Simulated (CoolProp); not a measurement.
Values from CoolProp's reference Helmholtz-energy equation of state, Lemmon 2006. It is a short technical equation, of lower accuracy than the large ones.

**Question.** For CH3F (R41), give the phase and the speed of sound (m/s) at 383.4 K and 2.29 bar.

**Answer.** 
- 383.4 K and 2.29 bar: gas; speed of sound 339
